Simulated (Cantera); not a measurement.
Input: 1 mol SiC, 0.069 mol C, 3.8 mol N2, at 1.30 bar.

Points: T (K) = 3000, 3500, 4000, 4500, 5000.

Cantera's Mixture.equilibrate('TP', solver="vcs", rtol=1e-11, max_steps=5000) on the NASA tables stopped like this:

```
ERROR: FAILURE its = 5001!

*******************************************************************************
CanteraError thrown by MultiPhase::equilibrate:
VCS solver failed. Return code: -1
*******************************************************************************
```

### Question
What got this run through?

### Answer
One answer among several that fit: The failure is numerical, not chemical. The same input converged with solver="gibbs", rtol=1e-10, max_steps=50000, and the result passed a check of the equilibrium conditions:
```
log10 of partial pressures in bar; condensed amounts in mol
       T/K        N2        Si         C      SiC2        CN         N      Si2C     C(gr)    SiC(b)
      3000     0.055    -1.170    -4.295    -1.244    -2.459    -4.829    -1.559    0.2133    0.3607
      3500     0.001    -0.872    -2.713    -0.965    -1.605    -3.654    -2.096         0         0
      4000    -0.031    -0.719    -1.754    -1.279    -1.184    -2.766    -2.866         0         0
      4500    -0.065    -0.656    -1.175    -1.911    -1.025    -2.078    -3.740         0         0
      5000    -0.089    -0.653    -0.893    -2.824    -1.077    -1.524    -4.713         0         0
```

The gas is ideal and each condensed phase is pure. The tables' values for SiN are old estimates; treat these amounts as uncertain.
